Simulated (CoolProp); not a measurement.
A closed Brayton cycle with nitrogen: compressor inlet 314.15 K and 0.8 MPa, high pressure 2.59 MPa, turbine inlet 955 K, compressor efficiency 0.89, turbine efficiency 0.93, recuperator effectiveness 0.9 (on enthalpy, no pinch check). Each further row changes one setting.

The numbers come from the reference Helmholtz-energy equation of state, Span 2000 in CoolProp.

| case | thermal efficiency (%) | net work (kJ/kg) | compressor to turbine work | compressor exit (K) | turbine exit (K) |
|---|---|---|---|---|---|
| as stated | 40.8 | 121 | 0.55 | 455.0 | 719.0 |
| turbine inlet 905 K | 38.3 | 107 | 0.58 | 455.0 | 679.5 |
| compressor inlet 324.15 K | 39.4 | 117 | 0.57 | 469.2 | 719.0 |
| high pressure 2.2 MPa | … | 112 | 0.52 | … | 748.2 |
| recuperator effectiveness 0.5 | … | 121 | 0.55 | 455.0 | 719.0 |

Question: Some entries are withheld; supply them.

Answer: 
- high pressure 2.2 MPa, thermal efficiency (%): 41.5
- high pressure 2.2 MPa, compressor exit (K): 432.5
- recuperator effectiveness 0.5, thermal efficiency (%): 29.5
